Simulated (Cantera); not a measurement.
Cantera run:

```python
import numpy as np
import cantera as ct

gas_names = """
    H HO2 H2 H2O H2O2 O OH O2 O3 Zr ZrO ZrO2
""".split()
cond_names = """
    H2O(s) H2O(L) Zr(a) Zr(b) Zr(L) ZrO2(a) ZrO2(b) ZrO2(L)
""".split()


# ... load() reads the species with a 1 bar reference pressure and builds the phases ...
atoms = {
    'ZrO2': {'Zr': 1, 'O': 2},
    'H2': {'H': 2},
    'H2O': {'H': 2, 'O': 1},
}
top_T = {}  # K; cautious upper limits of use, not melting points


# ... equilibrate(T, P, feed) seeds the gas with the atoms and calls Mixture.equilibrate('TP', solver="vcs", rtol=1e-11, max_steps=5000) ...
results = []
feed = {'ZrO2': 1, 'H2': 98, 'H2O': 0.035}  # mol
P = 7300  # Pa
for T in [1373, 1423, 1473, 1523, 1573, 1623, 1673, 1723, 1773, 1823, 1873, 1923]:
    mix = equilibrate(T, P, feed)
    results.append((T, P, feed, dict(zip(mix.species_names, mix.species_moles))))

top = {s: max(r[3][s] / sum(r[3][g] for g in gas_names) for r in results) for s in gas_names}
cols = sorted((s for s in top if top[s] > 1e-05), key=lambda s: -top[s])[:8]
seen = [c for c in cond_names if any(r[3].get(c, 0) > 1e-12 for r in results)]
print("log10 of partial pressures in bar; condensed amounts in mol")
print(f"{'T/K':>10s}" + "".join(f"{s[:9]:>10s}" for s in cols + seen))
for T, P, feed, n in results:
    ng = sum(n[g] for g in gas_names)
    print(f"{T:10.4g}" + "".join(f"{np.log10(max(n[s] / ng * P / 1e5, 1e-99)):10.3f}" for s in cols)
          + "".join(f"{n.get(c, 0):10.4g}" for c in seen))
```

It prints:

```
log10 of partial pressures in bar; condensed amounts in mol
       T/K        H2         H       H2O   ZrO2(a)   ZrO2(b)
      1373    -1.137    -6.046    -4.584         1         0
      1423    -1.137    -5.746    -4.584         1         0
      1473    -1.137    -5.466    -4.584         1         0
      1523    -1.137    -5.205    -4.584         0         1
      1573    -1.137    -4.959    -4.584         0         1
      1623    -1.137    -4.729    -4.584         0         1
      1673    -1.137    -4.512    -4.584         0         1
      1723    -1.137    -4.308    -4.584         0         1
      1773    -1.137    -4.115    -4.584         0         1
      1823    -1.138    -3.932    -4.584         0         1
      1873    -1.138    -3.759    -4.585         0         1
      1923    -1.138    -3.595    -4.585         0         1
```

Method: chemical equilibrium by Gibbs-energy minimisation in Cantera with the NASA 1993 tables (ideal gas, pure condensed phases).
